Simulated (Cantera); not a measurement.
## Silicon epitaxy and polysilicon growth: SiH4 + HCl + N2

Feed: 1 mol SiH4, 0.025 mol HCl, 11 mol N2, equilibrated at 1350 °C and 2.10 mbar.

Cantera equilibrium calculation (NASA polynomials, part measured and part estimated; ideal gas, pure solids and liquids). Candidate condensed phases: NH4Cl, Si, Si3N4; 28 gas species. The numbers say what is thermodynamically allowed, not how fast it happens.

| Item | Value |
|---|---|
| x(N2) | 0.836 |
| x(H2) | 0.162 |
| x(HCl) | 0.00195 |
| x(H) | 0.000607 |
| x(SiCl2) | 3.29e-5 |
| x(Si) | 2.99e-5 |
| x(Cl) | 5.77e-6 |
| x(SiCl) | 1.84e-6 |
| x(SiH) | 1.10e-6 |
| n(Si3N4(s)) | 0.333 mol |
| gas amount | 12.36 mol |
| log10 activity of Si(s) (absent) | -0.40 |
